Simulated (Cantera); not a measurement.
# Aluminium nitride and oxide growth: Al + HCl + N₂

Feed: 1 mol Al, a varied amount of HCl, 5.5 mol N₂, at 0.0750 Torr.

Cantera equilibrium calculation (NASA polynomials, part measured and part estimated; ideal gas, pure solids and liquids). Candidate condensed phases: Al, AlCl₃, AlN, NH₄Cl; 20 gas species. The tables' values for AlCl₂ are old estimates. Rates play no part.

Stable condensed phases:

```
T in °C \ n(HCl) in mol
         0.73  0.9  1.1  1.4  1.7    2  2.5  3.1
   1827     A    A    A    A    A    A    A    A
   1727     A    A    A    A    A    A    A    A
   1627     A    A    A    A    A    A    A    A
   1527     A    A    A    A    A    A    A    A
   1427     B    A    A    A    A    A    A    A
   1327     B    B    A    A    A    A    A    A
   1227     B    B    A    A    A    A    A    A
   1127     B    B    B    B    A    A    A    A
   1027     B    B    B    B    B    B    B    B
    927     B    B    B    B    B    B    B    B
    827     B    B    B    B    B    B    B    B
    727     B    B    B    B    B    B    B    B
    627     B    B    B    B    B    B    B    B
```

A: gas only; B: AlN.
